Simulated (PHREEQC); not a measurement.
Polishing slurry liquid: speciation

Solution (20 °C): 0.011 mol/kgw K2CO3, 1.4e-06 mol/kgw H4SiO4 and 0.039 mol/kgw CuSO4. Closed to the air; pH follows from the charge balance.

Computed with PHREEQC (ion-association model, wateq4f.dat).

No solid was allowed to form.

Q: Predict the pH, ionic strength.

A: pH 6.23; ionic strength 0.104 mol/kgw.

Q: In which forms is Cu present?

A: Cu+2 31 %, Cu2(OH)2+2 25 %, CuSO4 25 %, CuHCO3+ 12 %, CuCO3 6.8 %, Cu(OH)2 0.7 % of the Cu.

Examples of supersaturated solids here: Malachite, Brochantite. Others may be too.
